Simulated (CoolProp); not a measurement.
n-octane at 293.15 K and 1.13 MPa is throttled through a valve to 0.777 MPa with no heat exchange. Each further row changes one setting.

Values from CoolProp's reference Helmholtz-energy equation of state, Beckmüller 2019.

```json
[
 {"case": "as stated", "temperature change (K)": "+0.2", "final density (kg/m³)": "703"},
 {"case": "outlet pressure 0.233 MPa", "temperature change (K)": "+0.4", "final density (kg/m³)": "702"},
 {"case": "outlet pressure 1.01 MPa", "temperature change (K)": "+0.1", "final density (kg/m³)": "703"}
]
```
